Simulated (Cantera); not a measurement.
A Cantera script and its output.

```python
import numpy as np
import cantera as ct

gas = ct.Solution("gri30.yaml", transport_model="multicomponent")
show = ['CH3', 'C2H2', 'N2']

rows = []
print(f"{'T/K':>7s}{'rho':>11s}{'cp':>10s}{'mu':>11s}{'lambda':>11s}{'Pr':>7s}" + "".join(f"{'D_' + s:>11s}" for s in show))
for T in [400, 500, 600, 700, 800, 900]:
    gas.TPX = T, 101325, {'N2': 0.75, 'C2H2': 0.72, 'C2H6': 0.27}
    Pr = gas.cp_mass * gas.viscosity / gas.thermal_conductivity
    D = [gas.mix_diff_coeffs_mole[gas.species_index(s)] for s in show]
    rows.append([gas.density, gas.cp_mass, gas.viscosity, gas.thermal_conductivity, Pr, *D])
    print(f"{T:7g}{gas.density:11.4e}{gas.cp_mass:10.1f}{gas.viscosity:11.4e}"
          f"{gas.thermal_conductivity:11.4e}{Pr:7.3f}" + "".join(f"{d:11.4e}" for d in D))
print("SI units: kg/m3, J/kg/K, Pa s, W/m/K, m2/s")
```

Output:

```
    T/K        rho        cp         mu     lambda     Pr      D_CH3     D_C2H2       D_N2
    400 8.3830e-01    1582.7 1.6465e-05 3.4472e-02  0.756 3.2276e-05 2.5341e-05 2.7160e-05
    500 6.7064e-01    1725.5 1.9630e-05 4.4568e-02  0.760 4.7969e-05 3.7791e-05 4.0280e-05
    600 5.5886e-01    1849.2 2.2517e-05 5.4588e-02  0.763 6.5943e-05 5.2074e-05 5.5293e-05
    700 4.7903e-01    1957.7 2.5191e-05 6.4508e-02  0.765 8.6034e-05 6.8055e-05 7.2062e-05
    800 4.1915e-01    2054.6 2.7698e-05 7.4340e-02  0.766 1.0811e-04 8.5629e-05 9.0485e-05
    900 3.7258e-01    2143.1 3.0070e-05 8.4112e-02  0.766 1.3208e-04 1.0471e-04 1.1048e-04
SI units: kg/m3, J/kg/K, Pa s, W/m/K, m2/s
```

Detailed kinetics in Cantera: GRI-Mech 3.0 (53 species, 325 reactions).
